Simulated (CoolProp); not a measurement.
Vapour-liquid equilibrium of nitrogen (1) + oxygen (2) at 76.5 K; x and y are mole fractions of (1).

Computed with CoolProp (multi-fluid Helmholtz-energy mixture model, Span 2000 and Schmidt 1985; pair parameters Gernert 2013).

| x | bubble pressure, mixture model (kPa) | bubble pressure, Raoult's law (kPa) | y, mixture model | y, Raoult's law |
|---|---|---|---|---|
| 0.05 | 22.96 | 21.96 | 0.240 | 0.208 |
| 0.125 | 29.42 | 27.45 | 0.450 | 0.417 |
| 0.2 | 35.39 | 32.94 | 0.577 | 0.556 |
| 0.275 | 41.01 | 38.43 | 0.665 | 0.655 |
| 0.35 | 46.38 | 43.92 | 0.730 | 0.729 |
| 0.425 | 51.60 | 49.41 | 0.782 | 0.787 |
| 0.5 | 56.73 | 54.90 | 0.824 | 0.833 |
| 0.575 | 61.82 | 60.39 | 0.861 | 0.871 |
| 0.65 | 66.93 | 65.88 | 0.892 | 0.903 |
| 0.725 | 72.07 | 71.37 | 0.920 | 0.929 |
| 0.8 | 77.27 | 76.86 | 0.945 | 0.952 |
| 0.875 | 82.54 | 82.35 | 0.967 | 0.972 |
| 0.95 | 87.89 | 87.84 | 0.987 | 0.990 |

The largest gap from Raoult's law is +7.4 % in bubble pressure, at x = 0.2. No azeotrope shows between x = 0.05 and 0.95.

The pair parameters rest on a limited set of measurements; away from them the model extrapolates.
